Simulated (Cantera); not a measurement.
**Reactions in the system C-H-S**

Standard-state values (1 bar) from the NASA 1993 polynomials, evaluated with Cantera. Values are per mole of reaction as written; species without (g) are pure solids or liquids, kept so even where they would boil at 1 bar.

2 C2H4(g) + 2 S ⇌ C3H8(g) + CS2(g)

| T (K) | ΔH° (kJ) | ΔS° (J/K) | ΔG° (kJ) | log10 K | condensed phases |
|---|---|---|---|---|---|
| 300 | -92.8 | 5.5 | -94.4 | 16.43 | S(s) |
| 350 | -93.3 | 3.6 | -94.6 | 14.12 | S(s) |
| 400 | -98.4 | -9.5 | -94.6 | 12.35 | S(l) |
| 450 | -100.2 | -13.8 | -94.0 | 10.91 | S(l) |
| 500 | -102.3 | -18.2 | -93.2 | 9.74 | S(l) |
| 550 | -104.3 | -21.9 | -92.2 | 8.76 | S(l) |
| 600 | -105.9 | -24.8 | -91.0 | 7.92 | S(l) |
| 650 | -107.2 | -26.9 | -89.7 | 7.21 | S(l) |
| 700 | -108.2 | -28.4 | -88.3 | 6.59 | S(l) |
| 750 | -109.1 | -29.6 | -86.9 | 6.05 | S(l) |
| 800 | -109.9 | -30.7 | -85.4 | 5.58 | S(l) |
| 850 | -110.9 | -31.8 | -83.8 | 5.15 | S(l) |
